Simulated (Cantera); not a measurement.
A perfectly stirred reactor is fed with 4.03 % CH4, 20.2 % O2, 75.8 % N2, at 12.8 atm; it is adiabatic with a 500 K inlet, and is followed from long to short residence time, starting on the burning branch (τ in s: 0.078, 0.033, 0.014, 0.0059, 0.0025, 0.0011, 0.00045, 0.00019, 8.1e-05, 3.4e-05, 1.5e-05).

Computed with Cantera and GRI-Mech 3.0 (53 species, 325 reactions). The pressure lies above the range GRI-Mech 3.0 was tuned for (to about 10 atm).

Problem. Predict: blow-out, bracketed by the residence times tried; x(CH4) at τ = 78.0 ms; x(O2) at τ = 78.0 ms; x(C2H2) at τ = 78.0 ms; x(CH2O) at τ = 78.0 ms; x(HO2) at τ = 78.0 ms; x(CH4) at τ = 1.10 ms; x(O2) at τ = 1.10 ms.

Solution. 
```
Quantity                                                                      Result
------------------------------------------------  ----------------------------------
blow-out, bracketed by the residence times tried  burning at 14.0 ms, out at 5.90 ms
x(CH4) at τ = 78.0 ms                                                        7.77e-5
x(O2) at τ = 78.0 ms                                                           0.121
x(C2H2) at τ = 78.0 ms                                                       1.99e-7
x(CH2O) at τ = 78.0 ms                                                       7.49e-6
x(HO2) at τ = 78.0 ms                                                        7.61e-6
x(CH4) at τ = 1.10 ms                                                         0.0403
x(O2) at τ = 1.10 ms                                                           0.202
```
